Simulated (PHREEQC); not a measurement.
1.3 g of hydrous ferric oxide (600 m²/g; 0.2 weak and 0.005 strong sites per Fe, Dzombak-Morel constants, diffuse double layer) in 1 kg of water with 0.3 mol/kgw of an inert sodium salt and 0.00012 mol CuSO4 and 0.00013 mol CaCl2, at 25 °C; the pH is set by adding NaOH or the inert anion's acid. Oxygen alone is held at its pressure in air (log pO2 = -0.68). CO2 from the air is kept out. Precipitation was switched off in this run.

Base run: PHREEQC, ion-association model, wateq4f.dat. Each further column changes one thing. The table gives S sorbed (%).

```tsv
pH	base	no electrostatic term (-no_edl)	background salt from 0.3 to 0.03 mol/kgw	oxide from 1.3 to 6.5 g/kgw	0.00053 mol/kgw MgCl2 added
4	94.6	0.2	99.9	99.1	94.5
4.5	93.0	0.2	99.9	98.8	92.9
5	88.7	0.2	99.6	98.0	88.6
6	57.2	0.2	94.1	88.0	56.9
6.5	29.8	0.2	76.3	67.5	29.6
7	10.2	0.2	39.1	33.8	10.2
7.5	2.5	0.3	10.0	10.0	2.7
8	0.5	0.3	1.6	2.2	0.8
9	0.0	0.1	0.0	0.1	0.0
9.5	0.0	0.1	0.0	0.0	0.0
10	0.0	0.0	0.0	0.0	0.0
```

The database's constant for dissolved Cu(OH)2 is higher than later reviews accept. In at least one series the solution becomes supersaturated in solids that the run did not let form, among them Cu(OH)2.
